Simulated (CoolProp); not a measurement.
n-dodecane along the isobar 2.66 MPa: density (kg/m³) from the reference equation and from simpler models built on Tc = 658.1 K, pc = 1.818 MPa, ω = 0.574; each cubic takes its own stable root.

Values from CoolProp's reference Helmholtz-energy equation of state, Lemmon 2004. It is a short technical equation, of lower accuracy than the large ones.

```tsv
T (K)	phase	reference	van der Waals	Redlich-Kwong	Soave-Redlich-Kwong	Peng-Robinson
353.3	liquid	707.5	371.4	543.9	572.9	643.1
376	liquid	690.8	364.9	532.2	563.1	632.7
398.8	liquid	673.8	358.1	519.7	552.5	621.3
421.5	liquid	656.5	351.0	506.6	540.9	608.8
444.3	liquid	638.6	343.6	492.8	528.1	595.0
467	liquid	620.1	335.9	478.1	514.2	579.8
489.8	liquid	600.6	327.7	462.5	498.8	562.8
512.5	liquid	580.2	319.0	445.8	481.8	544.0
```
